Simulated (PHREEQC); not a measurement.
# Acid rinse or clean with acid rinse or clean: speciation

Solution A (0.0027 mol/kgw H2SO4, 3.2e-05 mol/kgw AlCl3 and 8.1e-05 mol/kgw CuCl2) is mixed with solution B (0.024 mol/kgw HNO3, 0.0021 mol/kgw NiCl2 and 0.00015 mol/kgw CuCl2) at 25 °C; shares are by mass of water, 1 kg in all. Oxygen is held at 0.21 atm. The system is closed to CO2. Solids allowed: Al(OH)3(a), Tenorite, Brochantite, Antlerite, Atacamite, Cu2(OH)3NO3, Ni(OH)2, Ni4(OH)6SO4, Basaluminite, Chalcanthite, Morenosite. Others were left out.

All values are PHREEQC results (ion-association model, wateq4f.dat), not measurements.

Task: Predict pH, Ni+2 (mol/kgw), SO4-2 (mol/kgw) at share of solution B = 0.35, 0.5, 0.6, 0.65, 0.8.

Result: 
| share of solution B | pH | Ni+2 (mol/kgw) | SO4-2 (mol/kgw) |
|---|---|---|---|
| 0.35 | 2.00 | 0.000683 | 0.000999 |
| 0.5 | 1.90 | 0.000999 | 0.000705 |
| 0.6 | 1.85 | 0.00121 | 0.000536 |
| 0.65 | 1.82 | 0.00132 | 0.000458 |
| 0.8 | 1.75 | 0.00165 | 0.000245 |
